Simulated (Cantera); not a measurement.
An isothermal, constant-pressure homogeneous reactor starts with 89.5 % N2O, 9.84 % O2, 0.707 % N2, at 1450 K and 27.0 Torr.

Computed with Cantera and GRI-Mech 3.0 (53 species, 325 reactions). GRI-Mech 3.0 was tuned for natural gas; its chemistry of N2O as a main component is partial and can be far from experiment. Radical loss at walls, strong at low pressure, is not modelled. The temperature is held fixed by assumption; the heat of reaction is taken as removed at once.

x: mole fraction; the columns are a selection and need not sum to one.

```
t (s)      x N2O    x O2     x N2      x O      x NO     x NO2
--------  ------  ------  -------  -------  --------  --------
0.000300   0.894  0.0985  0.00730  4.22e-5   4.70e-5  9.19e-11
0.000625   0.894  0.0986  0.00758  4.37e-5  0.000118  5.60e-10
0.00130    0.893  0.0988  0.00817  4.37e-5       [?]       [?]
0.00271    0.891  0.0993  0.00939  4.37e-5  0.000574   1.28e-8
0.00565    0.887   0.100      [?]  4.37e-5       [?]       [?]
0.0118     0.878   0.102   0.0172  4.37e-5   0.00253   2.15e-7
0.0245     0.860   0.106   0.0279  4.37e-5   0.00522   7.64e-7
0.0510     0.825   0.115   0.0493  4.37e-5    0.0106   2.32e-6
0.106      0.758   0.130   0.0905  4.36e-5    0.0209   5.84e-6
0.221      0.639   0.158    0.163  4.36e-5    0.0392   1.27e-5
0.461      0.457   0.201    0.275  4.34e-5    0.0671   2.45e-5
0.960      0.241   0.252    0.407  4.28e-5    0.1000   4.07e-5
2.00      0.0727   0.292    0.510  4.03e-5     0.125   5.59e-5
```

Q: Fill in the missing entries.

A: 
- 0.00130, x NO: 0.000266
- 0.00130, x NO2: 2.82e-9
- 0.00565, x N2: 0.0119
- 0.00565, x NO: 0.00121
- 0.00565, x NO2: 5.44e-8
